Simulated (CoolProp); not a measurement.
Vapour-liquid equilibrium of diethyl ether (1) + benzene (2) at 336.8 K; x and y are mole fractions of (1).

Values from CoolProp's multi-fluid Helmholtz-energy mixture model, Thol 2014 and Thol 2012; pair parameters Bell 2016.

```
x     bubble pressure (MPa)  y at the bubble point  dew pressure at overall composition x (MPa)  liquid density (mol/L)
----  ---------------------  ---------------------  -------------------------------------------  ----------------------
0.05                0.06900                  0.179                                      0.06176                   10.56
0.2                 0.09776                  0.505                                      0.07033                   10.31
0.35                 0.1266                  0.684                                      0.08162                   10.05
0.5                  0.1558                      ?                                      0.09718                   9.796
0.65                 0.1856                      ?                                       0.1199                   9.537
0.8                  0.2160                  0.940                                       0.1561                   9.274
0.95                 0.2472                  0.987                                            ?                   9.003
```

Q: Complete the blanks.

A: 
- 0.5, y at the bubble point: 0.799
- 0.65, y at the bubble point: 0.880
- 0.95, dew pressure at overall composition x (MPa): 0.2221

No azeotrope shows between x = 0.05 and 0.95.

The pair parameters rest on a limited set of measurements; away from them the model extrapolates.
